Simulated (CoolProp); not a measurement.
Model: reference Helmholtz-energy equation of state, Tillner-Roth 1997, in CoolProp.

Q: For CH2F2 (R32), give the phase and the density (kg/m³), cp (kJ/(kg K)), cv (kJ/(kg K)), expansivity (1/kK) at 87.85 °C and 914 kPa; 87.85 °C and 2890 kPa; 87.85 °C and 9140 kPa.

A: 
- 87.85 °C and 914 kPa: gas; density 16.8, cp 1.01, cv 0.799, expansivity 3.40
- 87.85 °C and 2890 kPa: gas; density 62.2, cp 1.32, cv 0.889, expansivity 5.69
- 87.85 °C and 9140 kPa: supercritical; density 662, cp 3.28, cv 1.06, expansivity 15.6
